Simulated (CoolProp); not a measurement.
A single-stage vapour-compression cycle with the fluid: evaporating at 284.15 K (dew point), condensing at 319.15 K (bubble point), superheat 2 K, subcooling 5 K, compressor efficiency 0.6, no pressure losses. The same conditions are run with several fluids, on thermodynamics alone (safety and materials aside).

Model: reference Helmholtz-energy equation of state of each fluid (tetrahydrofuran: Fiedler 2023; R134a: Tillner-Roth 1994; R1132(E): Akasaka 2024; R152A: Outcalt 1996; the fluoroketone C6F12O (FK-5-1-12): McLinden 2015; R507A: Lemmon 2003), in CoolProp. Blends and air are pseudo-pure fits.

| fluid | cooling COP | pressure ratio | discharge temperature (K) | refrigerating effect (kJ/kg) | volumetric capacity (kJ/m³) |
|---|---|---|---|---|---|
| tetrahydrofuran | 4.57 | 4.49 | 362.9 | 406 | 139 |
| R134a | 4.17 | 2.78 | 337.2 | 149 | 3080 |
| R1132(E) | 3.89 | 2.43 | 347.5 | 181 | 6690 |
| R152A | 4.29 | 2.76 | 347.6 | 244 | 2900 |
| the fluoroketone C6F12O (FK-5-1-12) | 3.99 | 4.21 | 319.1 | 67.2 | 197 |
| R507A | 3.76 | 2.47 | 333.7 | 108 | 4830 |

The compression ends wet for: the fluoroketone C6F12O (FK-5-1-12).
